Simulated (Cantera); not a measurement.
## Catalytic stagnation flow on Pt

A jet of 2.19 % CH4, 6.80 % O2, 91.0 % N2, equivalence ratio 0.64 at 300 K and 120 Torr hits a platinum plate 2.3 cm away at a mass flux of 0.043 kg/m²/s; the plate temperature is set and raised in steps from an oxygen-covered start.

Cantera simulation using Deutschmann's 1995 Pt surface mechanism with GRI-Mech 3.0 gas chemistry; the numbers are that mechanism's predictions, not measurements. Catalytic surfaces can have several steady states; this one follows from the mechanism file's or the stated starting coverage.

```
plate T (K)  wall x CH4  wall x O2  wall x H2O  wall x OH  wall x CO  wall x CO2  θ free Pt   θ O*     θ OH*
-----------  ----------  ---------  ----------  ---------  ---------  ----------  ---------  -----  --------
900              0.0119     0.0469      0.0186    2.06e-8    4.76e-6      0.0122      0.216  0.782   0.00149
950             0.00838     0.0393      0.0251    6.27e-8    4.69e-6      0.0165      0.292  0.706   0.00156
1000            0.00595     0.0342      0.0296    1.66e-7    4.58e-6      0.0194      0.370  0.629   0.00150
1050            0.00441     0.0310      0.0323    3.93e-7    4.58e-6      0.0213      0.445  0.554   0.00136
1100            0.00341     0.0289      0.0341    8.42e-7    4.73e-6      0.0225      0.517  0.482   0.00121
1150            0.00275     0.0276      0.0352    1.67e-6    5.06e-6      0.0232      0.583  0.416   0.00105
1200            0.00229     0.0267      0.0360    3.09e-6    5.59e-6      0.0237      0.645  0.354  0.000908
1250            0.00197     0.0261      0.0364    5.38e-6    6.36e-6      0.0240      0.700  0.299  0.000776
```
x: mole fraction at the wall; θ: surface coverage.
